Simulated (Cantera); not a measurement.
Input: 1 mol Fe₂O₃, a varied amount of CO, at 1500 Torr.

Equilibrium computed with Cantera from the NASA thermochemical tables; the gas is ideal and each condensed phase is pure. Candidate condensed phases: C, Fe, Fe(CO)₅, FeO, Fe₂O₃, Fe₃O₄; 15 gas species. Each liquid is taken as pure. Mutual solubility and eutectic melting of coexisting phases are not modelled. The tables' stoichiometric FeO is somewhat more stable than real wüstite, so its field is too wide. FeO: taken at fixed stoichiometry. Condensed phases not in the tables: cementite and carbon dissolved in iron. The numbers say what is thermodynamically allowed, not how fast it happens.

Task: What condenses at these points (T in K, n(CO) in mol): (1150, 12); (1450, 4.1); (1000, 12); (2200, 8.6); (1300, 7.5); (1300, 12)?

Result: 
```tsv
T (K)	n(CO) in mol	condensed phases	Fe condensed (%)
1150	12	Fe + FeO	100.0
1450	4.1	FeO	100.0
1000	12	C + FeO	100.0
2200	8.6	FeO	99.6
1300	7.5	Fe + FeO	100.0
1300	12	Fe + FeO	100.0
```
